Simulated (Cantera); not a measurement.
Equilibrium for silicon carbide growth: SiHCl3 + C3H8 + H2

A closed system holds: 1 mol SiHCl3, 0.015 mol C3H8, 630 mol H2, held at 28.0 mbar.

These are equilibrium values from Cantera (NASA tables, ideal gas, pure condensed phases), not measurements of a reactor. Candidate condensed phases: C, C6H6, C7H8, C8H18, Si, SiC; 109 gas species. Mutual solubility and eutectic melting of coexisting phases are not modelled. The tables' values for SiCl are old estimates; treat these amounts as uncertain. Gases not in the tables: Si2H6 and higher silanes. The numbers say what is thermodynamically allowed, not how fast it happens.

From 777 °C to 1377 °C the condensed part is Si(s) + SiC(s). From 1477 °C to 1677 °C the condensed part is Si(l) + SiC(s). From 1777 °C to 2077 °C nothing is condensed. The main Si-bearing gas is SiCl2 at 777 °C and Si at 2077 °C.

| T (°C) | x H2 | x H | x HCl | x Si | x Cl | n Si(s) | n SiC(s) | n Si(l) |
|---|---|---|---|---|---|---|---|---|
| 777 | 0.995 | 4.84e-8 | 0.00452 | <1e-12 | 2.00e-10 | 0.901 | 0.0444 | 0 |
| 877 | 0.995 | 4.45e-7 | 0.00463 | 7.07e-12 | 1.82e-9 | 0.921 | 0.0445 | 0 |
| 977 | 0.995 | 2.88e-6 | 0.00463 | 2.97e-10 | 1.15e-8 | 0.920 | 0.0446 | 0 |
| 1077 | 0.995 | 1.42e-5 | 0.00462 | 7.12e-9 | 5.50e-8 | 0.917 | 0.0446 | 0 |
| 1177 | 0.995 | 5.64e-5 | 0.00461 | 1.10e-7 | 2.13e-7 | 0.913 | 0.0447 | 0 |
| 1277 | 0.995 | 0.000188 | 0.00460 | 1.19e-6 | 6.93e-7 | 0.907 | 0.0447 | 0 |
| 1377 | 0.995 | 0.000541 | 0.00459 | 9.57e-6 | 1.96e-6 | 0.893 | 0.0447 | 0 |
| 1477 | 0.994 | 0.00139 | 0.00459 | 5.36e-5 | 4.94e-6 | 0 | 0.0444 | 0.852 |
| 1577 | 0.992 | 0.00321 | 0.00459 | 0.000230 | 1.13e-5 | 0 | 0.0423 | 0.708 |
| 1677 | 0.987 | 0.00681 | 0.00457 | 0.000850 | 2.36e-5 | 0 | 0.0312 | 0.224 |
| 1777 | 0.980 | 0.0134 | 0.00459 | 0.00125 | 4.66e-5 | 0 | 0 | 0 |
| 1877 | 0.969 | 0.0248 | 0.00456 | 0.00135 | 8.55e-5 | 0 | 0 | 0 |
| 1977 | 0.951 | 0.0433 | 0.00447 | 0.00140 | 0.000147 | 0 | 0 | 0 |
| 2077 | 0.922 | 0.0716 | 0.00432 | 0.00142 | 0.000240 | 0 | 0 | 0 |
x: gas mole fraction; n: condensed amount in mol.
